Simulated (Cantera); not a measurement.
Adiabatic ignition

An adiabatic, constant-pressure homogeneous reactor starts with 8.59 % CH₄, 1.12 % CO, 8.84 % O₂, 80.7 % N₂, 0.738 % C₂H₆, equivalence ratio 2.3, at 1675 K and 28.0 bar.

Computed with Cantera and GRI-Mech 3.0 (53 species, 325 reactions). The pressure lies above the range GRI-Mech 3.0 was tuned for (to about 10 atm).

| t (s) | T (K) | x CH₄ | x CO | x O₂ | x NO | x CH₂O |
|---|---|---|---|---|---|---|
| 2.00e-6 | 1674 | 0.0853 | 0.0112 | 0.0881 | 6.26e-12 | 0.000194 |
| 5.02e-6 | 1679 | 0.0836 | 0.0114 | 0.0868 | 4.00e-11 | 0.000779 |
| 1.26e-5 | 1712 | 0.0755 | 0.0138 | 0.0804 | 4.26e-10 | 0.00210 |
| 3.17e-5 | 2249 | 0.00943 | 0.0648 | 0.00299 | 1.96e-6 | 4.93e-5 |
| 7.96e-5 | 2254 | 0.00300 | 0.0680 | 6.61e-8 | 3.92e-6 | 5.82e-6 |
| 0.000200 | 2244 | 0.00205 | 0.0754 | 3.96e-8 | 6.70e-6 | 2.99e-6 |
| 0.000502 | 2235 | 0.00130 | 0.0842 | 2.61e-8 | 1.00e-5 | 1.38e-6 |
| 0.00126 | 2227 | 0.000421 | 0.0901 | 1.89e-8 | 1.38e-5 | 4.27e-7 |
| 0.00317 | 2224 | 9.74e-6 | 0.0915 | 1.72e-8 | 1.66e-5 | 1.24e-7 |
| 0.00796 | 2224 | 2.22e-8 | 0.0915 | 1.72e-8 | 1.32e-5 | 1.18e-7 |
| 0.0200 | 2224 | 2.15e-8 | 0.0915 | 1.72e-8 | 8.51e-6 | 1.18e-7 |
| 0.0502 | 2224 | 2.12e-8 | 0.0915 | 1.72e-8 | 5.10e-6 | 1.18e-7 |
| 0.126 | 2224 | 2.11e-8 | 0.0915 | 1.72e-8 | 3.80e-6 | 1.18e-7 |
| 0.317 | 2224 | 2.11e-8 | 0.0915 | 1.72e-8 | 3.68e-6 | 1.18e-7 |
| 0.796 | 2224 | 2.11e-8 | 0.0915 | 1.72e-8 | 3.68e-6 | 1.18e-7 |
| 2.00 | 2224 | 2.11e-8 | 0.0915 | 1.72e-8 | 3.68e-6 | 1.18e-7 |
x: mole fraction; the columns are a selection and need not sum to one.

```
Property                                                             Value
---------------------------------  ---------------------------------------
time of steepest temperature rise                                  25.4 µs
temperature at 2.00 s                                               2224 K
equilibrium temperature                                             2224 K
x(CH₄) at 2.00 s                   2.11e-8 (gas-phase equilibrium 2.34e-8)
x(CO) at 2.00 s                      0.0915 (gas-phase equilibrium 0.0915)
x(O₂) at 2.00 s                    1.72e-8 (gas-phase equilibrium 1.72e-8)
```
